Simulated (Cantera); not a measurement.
A closed system holds: 1 mol SiC, 0.0012 mol H2O, 550 mol N2, equilibrated at 2148 K and 1.20 Pa.

These are equilibrium values from Cantera (NASA tables, ideal gas, pure condensed phases), not measurements of a reactor. Candidate condensed phases: C, C6H6, C7H8, C8H18, H2O, Si, SiC, SiO2, Si2N2O, Si3N4; 151 gas species. Kinetics and transport are ignored.

Base state: N2 0.997, Si 0.00168, CN 0.000982, SiC2 0.000132, C3 6.84e-5, C 4.93e-5 (mole fractions); condensed: C(graphite).

What changes in the equilibrium state with this change: temperature from 2148 K to 1673.15 K?


```json
[
 {"species": "N2", "before": "0.997", "after": "1.000"},
 {"species": "Si", "before": "0.00168", "after": "0.000467"},
 {"species": "SiC2", "before": "0.000132", "after": "3.06e-6"},
 {"species": "CN", "before": "0.000982", "after": "9.83e-7"},
 {"species": "C3", "before": "6.84e-5", "after": "<1e-9"},
 {"species": "C", "before": "4.93e-5", "after": "<1e-9"},
 {"species": "C(graphite), mol", "before": "0.158", "after": "0.255"},
 {"species": "SiC(s), mol", "before": "0", "after": "0.738"}
]
```

What changes in the equilibrium state with this change: pressure from 1.20 Pa to 10.0 mbar?


| species | before | after |
|---|---|---|
| N2 | 0.997 | 0.998 |
| Si | 0.00168 | 0.00154 |
| SiC2 | 0.000132 | 0.000121 |
| CN | 0.000982 | 3.40e-5 |
| C | 4.93e-5 | 5.92e-8 |
| C3 | 6.84e-5 | 8.21e-8 |
| Si2C | 8.25e-8 | 5.79e-5 |
| SiN | 1.09e-6 | 2.89e-5 |
| C(graphite), mol | 0.158 | 0.806 |
The tables' values for SiN are old estimates; treat these amounts as uncertain.
